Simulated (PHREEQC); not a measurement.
**Copper plating or etch bath: speciation**

Dissolve 0.041 mol/kgw CuCl2, 0.00022 mol/kgw H2SO4 and 0.27 mol/kgw NaCl at 42 °C. Closed to the air; pH follows from the charge balance.

Model: ion-association model, phreeqc.dat, run in PHREEQC.

```json
{
  "pH": "3.47",
  "ionic_strength": "0.362 mol/kgw",
  "activity_of_water": "0.989",
  "density": "1.007 g/cm³",
  "total_alkalinity": "-0.440 meq/kg"
}
```

| species | molality | activity | log γ |
|---|---|---|---|
| Cl- | 0.336 | 0.223 | -0.178 |
| Na+ | 0.270 | 0.193 | -0.145 |
| Cu+2 | 0.0261 | 0.00691 | -0.577 |
| CuCl+ | 0.0137 | 0.00912 | -0.176 |
| CuCl2 | 0.00120 | 0.00130 | 0.036 |
| H+ | 0.000439 | 0.000338 | -0.113 |
| SO4-2 | 0.000131 | 2.93e-5 | -0.649 |
| NaSO4- | 4.47e-5 | 3.15e-5 | -0.153 |
| CuSO4 | 4.25e-5 | 4.62e-5 | 0.036 |
| CuCl3- | 2.05e-6 | 1.37e-6 | -0.176 |
| HSO4- | 1.98e-6 | 1.43e-6 | -0.141 |
| Cu2(OH)2+2 | 3.22e-7 | 8.82e-8 | -0.562 |
| CuOH+ | 3.03e-7 | 2.02e-7 | -0.176 |
| CuCl4-2 | 9.58e-9 | 2.22e-9 | -0.634 |

No solid was allowed to form. Constants without temperature data keep their 25 °C values here.
